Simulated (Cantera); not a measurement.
What does this Cantera script print?

```python
import numpy as np
import cantera as ct

gas_names = """
    O3 CrO3 NO2 NO
""".split()
cond_names = """
    Cr2N(s) Cr(cr) Cr(L)
""".split()


# ... load() reads the species with a 1 bar reference pressure and builds the phases ...
species = {s.name: s for s in load("nasa_gas.yaml", gas_names) + load("nasa_condensed.yaml", cond_names)}
# Each term lists the table entries of one substance; the one whose range holds T is used.
reactions = {
    '3 Cr2N + 8 O3(g) = 6 CrO3(g) + 3 NO2(g)':
        [(-3, ['Cr2N(s)']), (-8, ['O3']), (6, ['CrO3']), (3, ['NO2'])],
    '7 Cr + 3 NO(g) = 3 Cr2N + CrO3(g)':
        [(-7, ['Cr(cr)', 'Cr(L)']), (-3, ['NO']), (3, ['Cr2N(s)']), (1, ['CrO3'])],
}


def pick(names, T):
    return next(species[n] for n in names if species[n].thermo.min_temp <= T <= species[n].thermo.max_temp)


results = []
for label, terms in reactions.items():
    print(label)
    print("     T/K   dH/kJ  dS/(J/K)   dG/kJ   log10 K")
    for T in [448, 548, 648, 748, 848, 948, 1048, 1148]:
        used = [(nu, pick(names, T)) for nu, names in terms]
        dH = sum(nu * s.thermo.h(T) for nu, s in used) / 1e6
        dS = sum(nu * s.thermo.s(T) for nu, s in used) / 1e3
        dG = dH - T * dS / 1e3
        logK = -dG * 1e6 / (ct.gas_constant * T * np.log(10))
        results.append((label, T, dH, dS, dG, logK, [s.name for _, s in used]))
        print(f"{T:8g} {dH:8.1f} {dS:8.1f} {dG:8.1f} {logK:8.2f}")
```

Output:

```
3 Cr2N + 8 O3(g) = 6 CrO3(g) + 3 NO2(g)
     T/K   dH/kJ  dS/(J/K)   dG/kJ   log10 K
     448  -2422.3    184.3  -2504.8   292.05
     548  -2428.9    171.0  -2522.6   240.44
     648  -2435.6    159.7  -2539.1   204.67
     748  -2442.7    149.6  -2554.6   178.39
     848  -2450.1    140.3  -2569.0   158.24
     948  -2458.0    131.4  -2582.6   142.30
    1048  -2466.7    122.8  -2595.3   129.35
    1148  -2475.4    114.8  -2607.2   118.63
7 Cr + 3 NO(g) = 3 Cr2N + CrO3(g)
     T/K   dH/kJ  dS/(J/K)   dG/kJ   log10 K
     448   -941.5   -331.9   -792.8    92.43
     548   -939.3   -327.6   -759.8    72.42
     648   -936.9   -323.6   -727.2    58.62
     748   -934.3   -319.9   -695.1    48.54
     848   -931.7   -316.6   -663.2    40.85
     948   -929.0   -313.6   -631.7    34.81
    1048   -926.5   -311.0   -600.5    29.93
    1148   -924.3   -309.0   -569.5    25.91
```

Cantera with NASA thermochemical tables; ideal gases at 1 bar, condensed phases pure. Condensed species are held in their standard states even where they would react or evaporate.
